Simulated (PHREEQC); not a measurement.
Consider water at 80 °C with 0.0024 mol/kgw Na2HAsO4. Closed to the air; pH follows from the charge balance.

All values are PHREEQC results (ion-association model, wateq4f.dat), not measurements.

Each row changes one thing in this solution. No solid was allowed to form.

```json
[
 {"case": "as made", "pH": "8.42", "ionic strength (mol/kgw)": "0.00714", "HAsO4-2 (mol/kgw)": "0.00231", "H2AsO4- (mol/kgw)": "7.76e-5", "AsO4-3 (mol/kgw)": "6.99e-6"},
 {"case": "diluted 100-fold with water", "pH": "7.45", "ionic strength (mol/kgw)": "6.51e-5", "HAsO4-2 (mol/kgw)": "1.71e-5", "H2AsO4- (mol/kgw)": "6.93e-6", "AsO4-3 (mol/kgw)": "3.56e-9"},
 {"case": "Na2HAsO4 from 0.0024 to 0.00048 mol/kgw", "pH": "8.12", "ionic strength (mol/kgw)": "___", "HAsO4-2 (mol/kgw)": "0.000445", "H2AsO4- (mol/kgw)": "3.44e-5", "AsO4-3 (mol/kgw)": "5.24e-7"},
 {"case": "temperature from 80 to 60 °C", "pH": "8.63", "ionic strength (mol/kgw)": "0.00716", "HAsO4-2 (mol/kgw)": "0.00234", "H2AsO4- (mol/kgw)": "5.17e-5", "AsO4-3 (mol/kgw)": "7.83e-6"},
 {"case": "temperature from 80 to 20 °C", "pH": "___", "ionic strength (mol/kgw)": "0.00720", "HAsO4-2 (mol/kgw)": "0.00237", "H2AsO4- (mol/kgw)": "1.99e-5", "AsO4-3 (mol/kgw)": "9.85e-6"}
]
```

Problem. Some entries are withheld; supply them.

Solution. 
- Na2HAsO4 from 0.0024 to 0.00048 mol/kgw, ionic strength (mol/kgw): 0.00141
- temperature from 80 to 20 °C, pH: 9.13

Away from 25 °C the constants follow the database's enthalpies or fits; those with neither stay at their 25 °C values.
